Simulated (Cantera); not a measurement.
Feed: 1 mol B2H6, 0.21 mol N2, held at 12.0 Pa.

Cantera equilibrium calculation (NASA polynomials, part measured and part estimated; ideal gas, pure solids and liquids). Candidate condensed phases: B, BN; 15 gas species. The feed counts by its element totals alone. N2 is the only nitrogen source here; it is nearly inert below about 1500 K, so the nitride shown seldom forms there in practice. Mutual solubility and eutectic melting of coexisting phases are not modelled. Rates play no part.

### Question
Which condensed phases are stable at each of these points (T (K)): 1150, 1250, 1350, 1450, 1550, 1650, 1750, 1850, 1950?

### Answer
```csv
T (K),condensed phases,B condensed (%)
1150,B(s) + BN(s),100.0
1250,B(s) + BN(s),100.0
1350,B(s) + BN(s),100.0
1450,B(s) + BN(s),100.0
1550,B(s) + BN(s),100.0
1650,B(s) + BN(s),100.0
1750,B(s) + BN(s),100.0
1850,B(s),100.0
1950,B(s),99.9
```

From 1150 K to 1750 K the condensed part is B(s) + BN(s). From 1850 K to 1950 K the condensed part is B(s).
